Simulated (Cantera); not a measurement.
## Diamond growth

A diamond (100) surface in a fixed gas of H2 with x(CH4) = 0.027, x(H) = 0.0009, x(CH3) = 0.00094, at 1050 K; coverages are run to steady state.

Cantera simulation using the Harris–Goodwin 1993 mechanism for the reconstructed diamond (100) surface; the numbers are that mechanism's predictions, not measurements.

```
P (Pa)  growth (µm/h)  θ c6HH  θ c6H*  θ c6*H   θ c6**  θ c6HM
------  -------------  ------  ------  ------  -------  ------
510             0.390   0.520  0.0209   0.375  0.00907  0.0495
810             0.835   0.504  0.0202   0.362  0.00876  0.0707
1300             1.78   0.483  0.0193   0.346  0.00838  0.0973
2100             3.67   0.459  0.0183   0.328  0.00794   0.127
3300             6.97   0.437  0.0174   0.311  0.00753   0.156
5200             12.7   0.416  0.0165   0.296  0.00715   0.182
8300             22.6   0.399  0.0158   0.282  0.00683   0.205
13000            38.1   0.386  0.0152   0.273  0.00659   0.221
```
θ: site fractions in the mechanism's names (c6HH fully hydrogenated, c6H* and c6*H radical sites, c6** diradical, c6HM methylated).
